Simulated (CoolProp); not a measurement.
Water at 899.57 K and 0.186 MPa flows at 2.1 m/s in a round tube of 2 mm bore and 1.5 µm roughness, fully developed (64/Re and Nu = 3.66 if laminar; Colebrook and Gnielinski if turbulent). Each further row changes one setting.

The numbers come from the reference Helmholtz-energy equation of state, Wagner 2002 in CoolProp.

```tsv
case	Reynolds number	Darcy friction factor	pressure drop (Pa/m)	heat-transfer coefficient (W/(m² K))	mass flow (kg/h)
as stated	55.9	1.14	?	151	0.0106
velocity 4.2 m/s	112	0.572	?	151	0.0213
diameter 4 mm	112	0.572	?	75.6	0.0426
```

**Question.** Some entries are withheld; supply them.

**Answer.** 
- as stated, pressure drop (Pa/m): 566
- velocity 4.2 m/s, pressure drop (Pa/m): 1130
- diameter 4 mm, pressure drop (Pa/m): 141

Viscosity comes from a separate model (Huber 2009). Thermal conductivity comes from a separate model (Huber 2012).
